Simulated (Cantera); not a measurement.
Carbothermic reduction: Fe₂O₃ + C + N₂

Input: 1 mol Fe₂O₃, 2.7 mol C, 5.7 mol N₂, equilibrated at 1 atm.

Method: chemical equilibrium by Gibbs-energy minimisation in Cantera with the NASA 1993 tables (ideal gas, pure condensed phases). Candidate condensed phases: C, Fe, Fe(CO)₅, FeO, Fe₂O₃, Fe₃O₄; 27 gas species. Each liquid is taken as pure. Mutual solubility and eutectic melting of coexisting phases are not modelled. The tables' stoichiometric FeO is somewhat more stable than real wüstite, so its field is too wide. FeO: taken at fixed stoichiometry. Condensed phases not in the tables: cementite and carbon dissolved in iron. Equilibrium is a limit: real reactors are often held back by kinetics, nucleation or transport.

| T (°C) | log p N₂ | log p CO | log p CO₂ | log p Fe | log p FeO | log p NO | n C(graphite) | n Fe(α) | n Fe(γ) | n Fe(δ) | n FeO(l) | n Fe(l) |
|---|---|---|---|---|---|---|---|---|---|---|---|---|
| 700 | -0.15 | -0.61 | -1.21 | <-11 | <-11 | <-11 | 0.198 | 2.00 | 0 | 0 | 0 | 0 |
| 800 | -0.16 | -0.54 | -1.44 | <-11 | <-11 | <-11 | 0 | 2.00 | 0 | 0 | 0 | 0 |
| 900 | -0.16 | -0.54 | -1.44 | -10.71 | <-11 | <-11 | 0 | 2.00 | 0 | 0 | 0 | 0 |
| 1000 | -0.16 | -0.54 | -1.44 | -9.30 | <-11 | -11.13 | 0 | 0 | 2.00 | 0 | 0 | 0 |
| 1100 | -0.16 | -0.54 | -1.44 | -8.11 | -11.36 | -10.02 | 0 | 0 | 2.00 | 0 | 0 | 0 |
| 1200 | -0.16 | -0.54 | -1.44 | -7.08 | -10.04 | -9.05 | 0 | 0 | 2.00 | 0 | 0 | 0 |
| 1300 | -0.16 | -0.54 | -1.44 | -6.18 | -8.89 | -8.22 | 0 | 0 | 2.00 | 0 | 0 | 0 |
| 1400 | -0.16 | -0.54 | -1.44 | -5.40 | -7.89 | -7.48 | 0 | 0 | 0 | 2.00 | 0 | 0 |
| 1500 | -0.16 | -0.54 | -1.45 | -4.70 | -7.01 | -6.83 | 0 | 0 | 0 | 2.00 | 0.00291 | 0 |
| 1600 | -0.16 | -0.53 | -1.48 | -4.10 | -6.28 | -6.29 | 0 | 0 | 0 | 0 | 0.0280 | 1.97 |
| 1700 | -0.16 | -0.53 | -1.51 | -3.57 | -5.63 | -5.80 | 0 | 0 | 0 | 0 | 0.0450 | 1.95 |
| 1800 | -0.16 | -0.53 | -1.54 | -3.10 | -5.05 | -5.36 | 0 | 0 | 0 | 0 | 0.0593 | 1.93 |
| 1900 | -0.16 | -0.53 | -1.56 | -2.67 | -4.52 | -4.95 | 0 | 0 | 0 | 0 | 0.0714 | 1.91 |
| 2000 | -0.17 | -0.53 | -1.58 | -2.28 | -4.04 | -4.59 | 0 | 0 | 0 | 0 | 0.0814 | 1.87 |
log p: log10 of the partial pressure in bar; n: condensed amount in mol.

At 700 °C the condensed part is C(graphite) + Fe(α). From 800 °C to 900 °C the condensed part is Fe(α). From 1000 °C to 1300 °C the condensed part is Fe(γ). At 1400 °C the condensed part is Fe(δ). At 1500 °C the condensed part is Fe(δ) + FeO(l). From 1600 °C to 2000 °C the condensed part is Fe(l) + FeO(l).
